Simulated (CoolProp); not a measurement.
Vapour-liquid equilibrium of cyclohexane (1) + o-xylene (2) at 0.0965 MPa; x and y are mole fractions of (1).

Values from CoolProp's multi-fluid Helmholtz-energy mixture model, Zhou 2014 and Zhou 2012; pair parameters Bell 2016.

| x | bubble temperature (°C) | y at the bubble point | dew temperature at overall composition x (°C) | liquid density (mol/L) |
|---|---|---|---|---|
| 0.05 | 133.4 | 0.252 | 140.9 | 7.371 |
| 0.125 | 122.4 | 0.492 | 138.2 | 7.509 |
| 0.2 | 114.0 | 0.636 | 135.5 | 7.627 |
| 0.275 | 107.5 | 0.728 | 132.5 | 7.732 |
| 0.35 | 102.3 | 0.790 | 129.3 | 7.826 |
| 0.425 | ___ | 0.835 | 125.8 | 7.915 |
| 0.5 | 94.7 | 0.869 | 122.0 | 7.999 |
| 0.575 | 91.7 | 0.896 | 117.8 | 8.082 |
| 0.65 | ___ | 0.918 | 113.1 | 8.163 |
| 0.725 | 86.7 | 0.938 | 107.8 | 8.245 |
| 0.8 | 84.5 | 0.955 | 101.5 | 8.329 |
| 0.875 | 82.4 | ___ | 94.0 | 8.416 |
| 0.95 | 80.4 | 0.989 | 85.2 | 8.506 |

Question: What belongs in the gaps?

Answer: 
- 0.425, bubble temperature (°C): 98.1
- 0.65, bubble temperature (°C): 89.1
- 0.875, y at the bubble point: 0.972

No azeotrope shows between x = 0.05 and 0.95.

Pair parameters are fitted to limited data, so mixtures are less certain than the pure fluids.
